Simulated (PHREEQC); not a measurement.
# Buffer (model solution)

Consider water at 25 °C with 2.2 mmol/kgw NaHCO3 and 0.44 mmol/kgw Na2CO3. Closed to the air; pH follows from the charge balance.

Equilibrium calculation in PHREEQC: Pitzer model, pitzer.dat.

| Quantity | Value |
|---|---|
| pH | 9.50 |
| ionic strength | 0.00349 mol/kgw |
| specific conductance | 301 µS/cm |
| osmotic coefficient | 0.984 |
| total alkalinity | 3.08 meq/kg |

| species | molality | activity | log γ |
|---|---|---|---|
| Na+ | 0.00308 | 0.00294 | -0.020 |
| HCO3- | 0.00223 | 0.00215 | -0.015 |
| CO3-2 | 0.000407 | 0.000312 | -0.116 |
| OH- | 3.42e-5 | 3.20e-5 | -0.028 |
| CO2 | 1.50e-6 | 1.50e-6 | 0.000 |

Precipitation was switched off in this run. Species that the database lacks are ignored.
